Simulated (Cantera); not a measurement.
Feed: 1 mol C₃H₈, 0.41 mol H₂, 0.4 mol N₂, 0.1 mol O₂, at 2350 °C and 34.0 mbar.

Equilibrium computed with Cantera from the NASA thermochemical tables; the gas is ideal and each condensed phase is pure. Candidate condensed phases: C, C₆H₆, C₇H₈, C₈H₁₈, H₂O; 136 gas species. Kinetics and transport are ignored.

**Question.** What is the equilibrium state?

**Answer.** x(H₂): 0.679
x(H): 0.188
x(N₂): 0.0611
x(CO): 0.0361
x(HCN): 0.0193
x(C₂H₂ (acetylene)): 0.0120
x(HNC): 0.00259
x(CN): 0.000366
x(C₂H): 0.000307
n(C(graphite)): 2.54 mol
gas amount: 5.534 mol
